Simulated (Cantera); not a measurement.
A perfectly stirred reactor is fed with 13.7 % H2, 85.9 % O2, 0.344 % H2O, equivalence ratio 0.080, at 0.0133 bar; it is held at 1448 K, and followed from long to short residence time.

Computed with Cantera and the H2/O2 subset of GRI-Mech 3.0, which has no nitrogen chemistry. Radical loss at walls, strong at low pressure, is not modelled. The temperature is held fixed by assumption; the heat of reaction is taken as removed at once.

Task: Predict: x(H2) at τ = 1.90 s; x(O2) at τ = 1.90 s; x(H2O2) at τ = 1.90 s; x(H2O) at τ = 1.90 s; x(HO2) at τ = 1.90 s; x(H2) at τ = 77.0 ms; x(O2) at τ = 77.0 ms; x(H2O2) at τ = 77.0 ms; x(H2O) at τ = 77.0 ms; x(HO2) at τ = 77.0 ms.

Result: x(H2) at τ = 1.90 s: 0.000372
x(O2) at τ = 1.90 s: 0.843
x(H2O2) at τ = 1.90 s: 5.09e-8
x(H2O) at τ = 1.90 s: 0.148
x(HO2) at τ = 1.90 s: 1.39e-6
x(H2) at τ = 77.0 ms: 0.00249
x(O2) at τ = 77.0 ms: 0.815
x(H2O2) at τ = 77.0 ms: 1.11e-7
x(H2O) at τ = 77.0 ms: 0.136
x(HO2) at τ = 77.0 ms: 3.45e-6
